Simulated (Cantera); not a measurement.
Charge: 1 mol SiH2Cl2, 6.2 mol NH3, 8.6 mol H2, equilibrated at 0.380 bar.

These are equilibrium values from Cantera (NASA tables, ideal gas, pure condensed phases), not measurements of a reactor. Candidate condensed phases: NH4Cl, Si, Si3N4; 28 gas species. The tables' values for SiCl3 are old estimates; treat these amounts as uncertain. The numbers say what is thermodynamically allowed, not how fast it happens. All values below are at 1375 °C.

Base state: H2 0.803, N2 0.110, HCl 0.0848, SiCl2 0.00202, H 0.000129, SiCl3 0.000124, SiHCl3 2.64e-5, SiCl4 1.67e-5 (mole fractions); condensed: Si3N4(s).

### Question
What changes in the equilibrium state with this change: NH3 from 6.2 to 0.26 mol?

### Answer
| species | before | after |
|---|---|---|
| H2 | 0.803 | 0.861 |
| HCl | 0.0848 | 0.0956 |
| SiCl2 | 0.00202 | 0.0377 |
| N2 | 0.110 | 0.00176 |
| SiCl4 | 1.67e-5 | 0.000370 |
| SiHCl3 | 2.64e-5 | 0.000556 |
| SiCl3 | 0.000124 | 0.00252 |
| SiH2Cl2 | 7.11e-6 | 0.000143 |
| SiH3Cl | 5.77e-7 | 1.10e-5 |
| Si3N4(s), mol | 0.317 | 0.0554 |
| Si(s), mol | 0 | 0.380 |
Mutual solubility and eutectic melting of coexisting phases are not modelled.
